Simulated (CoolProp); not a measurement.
Fluorine along the isotherm 300 K: Z from the reference equation and from simpler models built on Tc = 144.4 K, pc = 5.240 MPa, ω = 0.045; each cubic takes its own stable root.

Model: reference Helmholtz-energy equation of state, de Reuck 1990, in CoolProp.

| p (MPa) | phase | reference |
|---|---|---|
| 1.43 | gas | 0.9943 |
| 2.86 | gas | 0.9887 |
| 4.29 | gas | 0.9835 |
| 5.71 | supercritical | 0.9793 |
| 7.14 | supercritical | 0.9759 |
| 8.57 | supercritical | 0.9735 |
| 10 | supercritical | 0.9721 |
| 11.4 | supercritical | 0.9715 |
| 12.9 | supercritical | 0.9717 |
| 14.3 | supercritical | 0.9726 |
| 15.7 | supercritical | 0.9741 |
| 17.1 | supercritical | 0.9761 |
| 18.6 | supercritical | 0.9790 |
| 20 | supercritical | 0.9823 |

Problem. How far does each simpler model (van der Waals, Peng-Robinson) lie from the reference over these 14 states: mean and median of the absolute difference, and the worst?

Solution. 
- van der Waals: mean 3.3 %, median 3.5 %, worst -5.7 % at 300 K and 20 MPa
- Peng-Robinson: mean 1.2 %, median 1.2 %, worst -2.1 % at 300 K and 20 MPa
